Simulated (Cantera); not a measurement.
An adiabatic, constant-volume homogeneous reactor starts with 4.30 % C3H8, 19.6 % O2, 73.6 % N2, 2.54 % H2O, equivalence ratio 1.1, at 1450 K and 0.490 bar.

Detailed kinetics in Cantera: GRI-Mech 3.0 (53 species, 325 reactions). GRI-Mech 3.0 was tuned for natural gas; its chemistry of propane as a main component is partial and can be far from experiment.

Predict: time of steepest temperature rise; temperature at 0.700 s; equilibrium temperature; x(O2) at 0.700 s; x(H2O) at 0.700 s; x(N2O) at 0.700 s; x(OH) at 0.700 s.


```
Item                                                                 Value
---------------------------------  ---------------------------------------
time of steepest temperature rise                                 0.193 ms
temperature at 0.700 s                                              2851 K
equilibrium temperature                                             2851 K
x(O2) at 0.700 s                     0.0175 (gas-phase equilibrium 0.0175)
x(H2O) at 0.700 s                      0.132 (gas-phase equilibrium 0.132)
x(N2O) at 0.700 s                  5.52e-7 (gas-phase equilibrium 5.52e-7)
x(OH) at 0.700 s                     0.0229 (gas-phase equilibrium 0.0229)
```
